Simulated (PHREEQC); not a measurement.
A solution holds 0.0341 mol/kgw CdCl2 and 0.0015 mol/kgw KCl, at 52 °C. It is in equilibrium with CO2 at log p = -1 (atm). Otherwise closed; pH follows from the charge balance.

Model: ion-association model, phreeqc.dat, run in PHREEQC.

This is a speciation only: nothing precipitates in the calculation.

**Question.** Predict the pH, ionic strength, density.

**Answer.** pH 4.47; ionic strength 0.0545 mol/kgw; density 0.992 g/cm³.

**Question.** In which forms is C present?

**Answer.** CO2 98 %, HCO3- 1.8 % of the C.

At this temperature some constants are extrapolated from 25 °C, and those without enthalpy data are left unchanged.
